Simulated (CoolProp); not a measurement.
Vapour-liquid equilibrium of cyclohexane (1) + ethylbenzene (2) at 1.08 MPa; x and y are mole fractions of (1).

Computed with CoolProp (multi-fluid Helmholtz-energy mixture model, Zhou 2014 and Zhou 2012; pair parameters Bell 2016).

```tsv
x	bubble temperature (K)	y at the bubble point	dew temperature at overall composition x (K)	liquid density (mol/L)
0.05	521.4	0.106	524.2	5.946
0.15	511.4	0.290	519.1	6.097
0.25	502.4	0.441	513.7	6.238
0.35	494.4	0.563	507.9	6.368
0.45	487.3	0.662	501.8	6.489
0.55	481.0	0.743	495.3	6.603
0.65	475.5	0.812	488.2	6.712
0.75	470.5	0.872	480.5	6.818
0.85	465.9	0.925	472.3	6.924
0.95	461.7	0.976	463.9	7.034
```

No azeotrope shows between x = 0.05 and 0.95.

Pair parameters are fitted to limited data, so mixtures are less certain than the pure fluids.
